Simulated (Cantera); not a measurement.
Charge: 1 mol Si3N4, 0.02 mol CO2, 140 mol N2, 2.9 mol H2O, equilibrated at 1150 K and 13.3 mbar.

Method: chemical equilibrium by Gibbs-energy minimisation in Cantera with the NASA 1993 tables (ideal gas, pure condensed phases). Candidate condensed phases: C, C6H6, C7H8, C8H18, H2O, Si, SiC, SiO2, Si2N2O, Si3N4; 151 gas species. Mutual solubility and eutectic melting of coexisting phases are not modelled. The tables hold silica as quartz up to 1696 K and as liquid above; real silica turns to tridymite and cristobalite and melts near 1996 K. The numbers say what is thermodynamically allowed, not how fast it happens.

Base state: N2 0.980, H2 0.0202, CO 0.000139 (mole fractions); condensed: SiO2(β-quartz) + Si2N2O(s).

What changes in the equilibrium state with this change: temperature from 1150 K to 2075 K?


```csv
species,before,after
N2,0.980,0.958
SiO,3.16e-9,0.0197
H2,0.0202,0.0180
H,9.17e-8,0.00310
Si,<1e-9,0.000519
SiN,<1e-9,1.29e-5
CO,0.000139,0.000135
"SiO2(β-quartz), mol",0.947,0
"Si2N2O(s), mol",1.03,0
```
The tables' values for SiN are old estimates; treat these amounts as uncertain.

What changes in the equilibrium state with this change: H2O from 2.9 to 0.016 mol?


```json
[
 {"species": "N2", "before": "0.980", "after": "1.000"},
 {"species": "H2", "before": "0.0202", "after": "0.000114"},
 {"species": "CO", "before": "0.000139", "after": "5.23e-7"},
 {"species": "SiO2(β-quartz), mol", "before": "0.947", "after": "0"},
 {"species": "Si2N2O(s), mol", "before": "1.03", "after": "0.0559"},
 {"species": "C(graphite), mol", "before": "0", "after": "0.0199"},
 {"species": "Si3N4(s), mol", "before": "0", "after": "0.963"}
]
```

What changes in the equilibrium state with this change: CO2 from 0.02 to 4 mol?


```json
[
 {"species": "N2", "before": "0.980", "after": "0.954"},
 {"species": "CO", "before": "0.000139", "after": "0.0236"},
 {"species": "H2", "before": "0.0202", "after": "0.0167"},
 {"species": "CO2", "before": "7.91e-9", "after": "0.00328"},
 {"species": "H2O", "before": "1.36e-6", "after": "0.00276"},
 {"species": "SiO2(β-quartz), mol", "before": "0.947", "after": "3.00"},
 {"species": "Si2N2O(s), mol", "before": "1.03", "after": "0"}
]
```
